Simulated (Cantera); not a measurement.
Input: 1 mol Ta(OEt)₅, 4.3 mol O₂, 7.3 mol H₂, equilibrated at 1252 °C and 0.0750 bar.

These are equilibrium values from Cantera (NASA tables, ideal gas, pure condensed phases), not measurements of a reactor. Candidate condensed phases: C, C₆H₆, C₇H₈, C₈H₁₈, H₂O, Ta, TaC, Ta₂O₅; 113 gas species. The feed counts by its element totals alone. Kinetics and transport are ignored.

Base state: H₂ 0.633, CO 0.330, H₂O 0.0309, CO₂ 0.00598, H 6.88e-5 (mole fractions); condensed: Ta₂O₅(s).

### Question
What changes in the equilibrium state with this change: O₂ from 4.3 to 0.35 mol?

### Answer
```json
[
 {"species": "H₂", "before": "0.633", "after": "0.776"},
 {"species": "CO", "before": "0.330", "after": "0.224"},
 {"species": "CH₄", "before": "5.00e-8", "after": "0.000103"},
 {"species": "H₂O", "before": "0.0309", "after": "1.87e-5"},
 {"species": "CO₂", "before": "0.00598", "after": "2.00e-6"},
 {"species": "H", "before": "6.88e-5", "after": "7.61e-5"},
 {"species": "Ta₂O₅(s), mol", "before": "0.500", "after": "0"},
 {"species": "C(graphite), mol", "before": "0", "after": "3.30"},
 {"species": "TaC(s), mol", "before": "0", "after": "1.00"}
]
```
TaC: taken at fixed stoichiometry. Condensed phases not in the tables: Ta₂C.

### Question
What changes in the equilibrium state with this change: Ta(OEt)₅ replaced by Cr?

### Answer
```
species         before    after
-------------  -------  -------
H₂O             0.0309    0.973
H₂               0.633   0.0274
OH             1.04e-7  1.57e-5
CO               0.330        0
CO₂            0.00598        0
H              6.88e-5  1.43e-5
Ta₂O₅(s), mol    0.500        0
Cr₂O₃(s), mol        0    0.500
```
Further candidate phases: Cr, Cr₂O₃.
